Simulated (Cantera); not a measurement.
Feed: 1 mol Ta(OEt)5, 0.71 mol CH4, 25 mol H2, equilibrated at 133 Pa.

Equilibrium computed with Cantera from the NASA thermochemical tables; the gas is ideal and each condensed phase is pure. Candidate condensed phases: C, C6H6, C7H8, C8H18, H2O, Ta, TaC, Ta2O5; 113 gas species. The feed counts by its element totals alone. TaC: taken at fixed stoichiometry. Condensed phases not in the tables: Ta2C. Kinetics and transport are ignored.

Over these rows the condensed part is C(graphite) + TaC(s). Partial pressures as log10 of bar:

| T (K) | 1000/T (1/K) | log p H2O | log p H2 | log p CO |
|---|---|---|---|---|
| 1048 | 0.9542 | -7.47 | -2.93 | -3.82 |
| 1123 | 0.8905 | -7.93 | -2.93 | -3.82 |
| 1198 | 0.8347 | -8.32 | -2.93 | -3.82 |
| 1273 | 0.7855 | -8.67 | -2.93 | -3.82 |
| 1348 | 0.7418 | ? | -2.93 | -3.82 |
| 1423 | 0.7027 | -9.26 | -2.93 | -3.82 |

Question: Fit log p(H2O) = a + b·(1000/T) to the five rows, give the apparent enthalpy, and predict the row at 1348 K.

Answer: Means: 1000/T = 0.8335, log p = -8.330. Sxy = 0.264578, Sxx = 0.0372316, so b = 7.11 and a = -8.330 − (7.11)×0.8335 = -14.26.
Apparent enthalpy: −19.145 × (7.11) = -136 kJ/mol. With the condensed phases at unit activity, H2(g) + CO(g) = H2O(g) + C(graphite) links this pressure to the main gases: over the six rows their terms move log p by +0.00 in all, so the slope is close to that reaction's ΔH°. The five rows lie within 0.01 of the line.
Prediction at 1348 K: -14.26 + (7.11)×0.7418 = -8.99. The computed value is -8.98, 0.01 from the line.
